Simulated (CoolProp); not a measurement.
A simple Rankine cycle with R365MFC: condensing at 310.15 K, boiler at 0.319 MPa, turbine inlet 354.6 K, turbine efficiency 0.7, pump efficiency 0.8, no recuperator. Each further row changes one setting.

Model: reference Helmholtz-energy equation of state, Lemmon 2016, in CoolProp.

```json
[
 {"case": "as stated", "thermal efficiency (%)": "6.8", "net work (kJ/kg)": "15.7", "heat in (kJ/kg)": "232", "turbine exit temperature (K)": "335.0", "volume ratio over the turbine": "3.58"},
 {"case": "turbine inlet 374.6 K", "thermal efficiency (%)": "6.6", "net work (kJ/kg)": "16.9", "heat in (kJ/kg)": "255", "turbine exit temperature (K)": "355.5", "volume ratio over the turbine": "3.54"},
 {"case": "condensing temperature 302.15 K", "thermal efficiency (%)": "8.0", "net work (kJ/kg)": "19.5", "heat in (kJ/kg)": "243", "turbine exit temperature (K)": "330.9", "volume ratio over the turbine": "4.83"},
 {"case": "boiler pressure 0.223 MPa", "thermal efficiency (%)": "5.0", "net work (kJ/kg)": "11.6", "heat in (kJ/kg)": "234", "turbine exit temperature (K)": "341.2", "volume ratio over the turbine": "2.47"},
 {"case": "turbine efficiency 0.6", "thermal efficiency (%)": "5.8", "net work (kJ/kg)": "13.4", "heat in (kJ/kg)": "232", "turbine exit temperature (K)": "337.1", "volume ratio over the turbine": "3.61"}
]
```
